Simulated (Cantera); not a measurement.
A freely propagating, adiabatic, planar premixed flame of CH4 : C2H6 : C3H8 : O2 : N2 = 1 : 0.067 : 0.24 : 4.98 : 22.9 (molar parts), equivalence ratio 0.69, unburnt at 673 K and 413 Torr; mixture-averaged transport, grid criteria slope 0.08 and curve 0.16, no radiation.

Detailed kinetics in Cantera: GRI-Mech 3.0 (53 species, 325 reactions). GRI-Mech 3.0 was tuned for natural gas; its chemistry of propane as a main component is partial and can be far from experiment. Burning velocities carry a grid error of a few per cent, more on coarse grids.

**Question.** Predict: laminar burning velocity; thermal thickness; peak x(OH); peak x(C2H).

**Answer.** 
```json
{
  "laminar_burning_velocity": "109 cm/s",
  "thermal_thickness": "0.715 mm",
  "peak x(OH)": "0.00579",
  "peak x(C2H)": "7.56e-8"
}
```
